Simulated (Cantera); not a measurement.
## Stirred combustor or abatement burner

A perfectly stirred reactor is fed with 33.2 % H2, 12.8 % O2, 48.1 % N2, 5.97 % H2O, equivalence ratio 1.3, at 1.01 bar; it is adiabatic with a 425 K inlet, and is followed from long to short residence time, starting on the burning branch (τ in s: 0.14, 0.049, 0.017, 0.0061, 0.0021, 0.00075, 0.00026, 9.2e-05, 3.2e-05).

Model: GRI-Mech 3.0 (53 species, 325 reactions), integrated in Cantera.

```
τ (s)    T (K)    x H2      x O2  x H2O     x OH      x NO    x HO2      x H
-------  -----  ------  --------  -----  -------  --------  -------  -------
0.14      2276  0.0871  0.000113  0.358  0.00213  0.000187  6.15e-8  0.00333
0.049     2266  0.0870  0.000198  0.356  0.00271  0.000160  1.16e-7  0.00432
0.017     2245  0.0869  0.000403  0.354  0.00379  0.000126  2.62e-7  0.00625
0.0061    2208  0.0869  0.000847  0.350  0.00538   9.33e-5  5.92e-7  0.00945
0.0021    2146  0.0872   0.00181  0.344  0.00752   6.49e-5  1.30e-6   0.0148
0.00075   2053  0.0879   0.00356  0.335  0.00962   4.67e-5  2.59e-6   0.0229
0.00026   1916  0.0889   0.00648  0.322   0.0110   3.48e-5  5.06e-6   0.0350
9.2e-5    1745  0.0901    0.0108  0.307   0.0106   2.37e-5  9.64e-6   0.0506
3.2e-5    1540  0.0974    0.0189  0.286  0.00810   1.16e-5  2.05e-5   0.0657
```
x: mole fraction; the columns are a selection and need not sum to one.
